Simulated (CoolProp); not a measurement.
The fluid at 293.15 K and 1.81 MPa flows at 0.23 m/s in a round tube of 2 mm bore and 0.25 µm roughness, fully developed (64/Re and Nu = 3.66 if laminar; Colebrook and Gnielinski if turbulent). The same conditions are run with several fluids, on thermodynamics alone (safety and materials aside).

Model: reference Helmholtz-energy equation of state of each fluid (R22: Kamei 1995; toluene: Lemmon 2006; R123: Younglove 1994; R236EA: Rui 2013; ethylbenzene: Zhou 2012), in CoolProp.

| fluid | Reynolds number | Darcy friction factor | pressure drop (Pa/m) | heat-transfer coefficient (W/(m² K)) | mass flow (kg/h) |
|---|---|---|---|---|---|
| R22 | 4070 | 0.0398 | 640 | 863 | 3.16 |
| toluene | 670 | 0.0955 | 1100 | 242 | 2.26 |
| R123 | 1510 | 0.0425 | 833 | 144 | 3.85 |
| R236EA | 1570 | 0.0406 | 778 | 151 | 3.77 |
| ethylbenzene | 608 | 0.105 | 1210 | 237 | 2.26 |

Transport values come from each fluid's own correlations; those of R22, R236EA, ethylbenzene are estimates that may be off by 10 % or more.
